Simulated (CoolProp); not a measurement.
Saturation properties of carbonyl sulfide (Tc = 378.8 K, pc = 63.69 bar, ω = 0.098).

Computed with CoolProp (reference Helmholtz-energy equation of state, Lemmon 2006). It is a short technical equation, of lower accuracy than the large ones.

| T (K) | p (bar) | enthalpy of vaporisation (kJ/kg) | liquid cp (kJ/(kg K)) | vapour Z | surface tension (mN/m) |
|---|---|---|---|---|---|
| 254 | 3.515 | 286.4 | 1.229 | 0.9323 | 15.2 |
| 261.5 | 4.524 | 280.4 | 1.246 | 0.9195 | 13.9 |
| 269.1 | 5.754 | 273.9 | 1.265 | 0.9050 | 12.7 |
| 276.6 | 7.196 | 267.1 | 1.287 | 0.8892 | 11.5 |
| 284.2 | 8.911 | 259.8 | 1.312 | 0.8716 | 10.3 |
| 291.8 | 10.91 | 252.0 | 1.341 | 0.8523 | 9.14 |
| 299.3 | 13.18 | 243.8 | 1.375 | 0.8315 | 8.05 |
| 306.9 | 15.82 | 234.8 | 1.416 | 0.8086 | 6.99 |
| 314.5 | 18.82 | 225.1 | 1.465 | 0.7835 | 5.97 |
| 322 | 22.16 | 214.7 | 1.524 | 0.7565 | 5.02 |
| 329.6 | 25.97 | 203.1 | 1.601 | 0.7264 | 4.10 |
| 337.1 | 30.17 | 190.4 | 1.701 | 0.6937 | 3.25 |
| 344.7 | 34.91 | 175.9 | 1.842 | 0.6567 | 2.45 |
| 352.3 | 40.18 | 159.2 | 2.057 | 0.6147 | 1.71 |
| 359.8 | 45.95 | 139.6 | 2.425 | 0.5662 | 1.07 |

It boils at 223.0 K under 1 atm.

Surface tension comes from a separate correlation (Mulero 2012).
